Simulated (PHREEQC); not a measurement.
PHREEQC input (Pitzer model, pitzer.dat):

```
SOLUTION 1
  temp 25
  units mol/kgw
  pH 7 charge
  C(4) 0.082
  Na 0.144
  Cl 0.104
  K 0.062
END
USE solution 1
INCREMENTAL_REACTIONS false
REACTION 1
  H2O -1
  0 9.886 18.011 24.689 30.178 34.689 38.397 41.444
  43.949 46.007 47.699 49.089 50.232 51.172 51.944 52.578
  53.1 53.528 53.88 54.17 54.408 54.603 54.764 54.896
  55.005 55.094 55.168 55.228 moles
EQUILIBRIUM_PHASES 1
  Halite 0 0
  Kalicinite 0 0
  Nahcolite 0 0
  Natron 0 0
  Sylvite 0 0
  Trona 0 0
  CO2(g) -3.4 10
SELECTED_OUTPUT 1
  -reset false
  -pH true
  -pe true
  -ionic_strength true
  -water true
  -activities H2O
  -totals C Cl K Na
  -molalities H+ Na+ K+ Cl- CO3-2 OH- HCO3- CO2
  -equilibrium_phases Halite Kalicinite Nahcolite Natron Sylvite Trona
PRINT
  -reset false
END
```

Selected output (columns that matter, 17 of 28 rows; water left (kg) added in front):

```
water left (kg)	pH	mu	C	Cl	K	Na	m_H+	m_Na+	m_K+	m_Cl-	la_H2O	Halite	Sylvite	Trona
1.00019	9.7002	0.23654	0.071348	0.10398	0.061988	0.14397	2.9102e-10	0.14397	0.061988	0.10398	-0.0026469	0	0	0
0.675763	9.7668	0.3549	0.10081	0.1539	0.091748	0.21309	2.6056e-10	0.21309	0.091748	0.1539	-0.0038314	0	0	0
0.555478	9.7973	0.43441	0.11999	0.18723	0.11162	0.25924	2.4808e-10	0.25924	0.11162	0.18723	-0.0046128	0	0	0
0.375366	9.8529	0.64997	0.17047	0.27706	0.16517	0.38363	2.2707e-10	0.38363	0.16517	0.27706	-0.0066959	0	0	0
0.25371	9.9016	0.97072	0.24315	0.40992	0.24437	0.56758	2.0941e-10	0.56758	0.24437	0.40992	-0.0097426	0	0	0
0.208598	9.9235	1.1856	0.29084	0.49857	0.29722	0.69032	2.0106e-10	0.69032	0.29722	0.49857	-0.011768	0	0	0
0.141071	9.9628	1.7658	0.41737	0.73722	0.4395	1.0208	1.8342e-10	1.0208	0.4395	0.73722	-0.017255	0	0	0
0.0954627	9.9978	2.6248	0.60143	1.0894	0.64947	1.5084	1.6152e-10	1.5084	0.64947	1.0894	-0.025618	0	0	0
0.0646398	10.032	3.8941	0.87064	1.6089	0.95916	2.2277	1.3193e-10	2.2277	0.95916	1.6089	-0.038961	0	0	0
0.0532256	10.051	4.7374	1.0491	1.9539	1.1649	2.7055	1.1386e-10	2.7055	1.1649	1.9539	-0.0487	0	0	0
0.0361211	10.096	6.9972	1.5295	2.8792	1.7164	3.9866	7.3411e-11	3.9866	1.7164	2.8792	-0.079084	0	0	0
0.0240602	10.097	8.4027	1.5156	4.3225	2.5769	4.5436	4.2389e-11	4.5436	2.5769	4.3225	-0.1131	0	0	0.01156
0.0194704	10.063	8.4998	1.2896	5.0405	2.8834	4.5316	3.4789e-11	4.5316	2.8834	5.0405	-0.12377	0	0.0058584	0.01859
0.0127157	9.9468	8.3019	0.95631	5.7476	2.4446	5.0584	3.0081e-11	5.0584	2.4446	5.7476	-0.13301	0	0.030916	0.02656
0.00820321	9.8252	8.3302	0.69131	6.4978	2.0421	5.7176	2.5921e-11	5.7176	2.0421	6.4978	-0.14687	0.0054493	0.045248	0.030549
0.00657063	9.8252	8.3302	0.69131	6.4978	2.0421	5.7176	2.5921e-11	5.7176	2.0421	6.4978	-0.14687	0.012724	0.048582	0.031236
0.0041126	9.8252	8.3302	0.69131	6.4978	2.0421	5.7176	2.5921e-11	5.7176	2.0421	6.4978	-0.14687	0.023676	0.053602	0.03227
```

Complexes and solids missing from the database can't appear.
